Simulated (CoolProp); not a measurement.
R124 along the isotherm 470 K: density (kg/m³) from the reference equation and from simpler models built on Tc = 395.4 K, pc = 36.24 bar, ω = 0.288; each cubic takes its own stable root.

Computed with CoolProp (reference Helmholtz-energy equation of state, de Vries 1995).

```csv
p (bar),phase,reference,ideal gas,Peng-Robinson
1.15,gas,4.041,4.016,4.044
1.68,gas,5.919,5.867,5.926
2.47,gas,8.740,8.626,8.754
3.62,gas,12.89,12.64,12.92
5.32,gas,19.12,18.58,19.18
7.81,gas,28.45,27.28,28.60
11.5,gas,42.78,40.16,43.10
16.8,gas,64.49,58.67,65.17
24.7,gas,99.67,86.26,101.1
36.2,gas,158.2,126.4,161.1
53.2,supercritical,265.9,185.8,268.9
78.1,supercritical,470.2,272.8,454.9
115,supercritical,710.3,401.6,676.8
168,supercritical,872.2,586.7,860.7
247,supercritical,994.1,862.6,1017
362,supercritical,1096,1264,1154
```
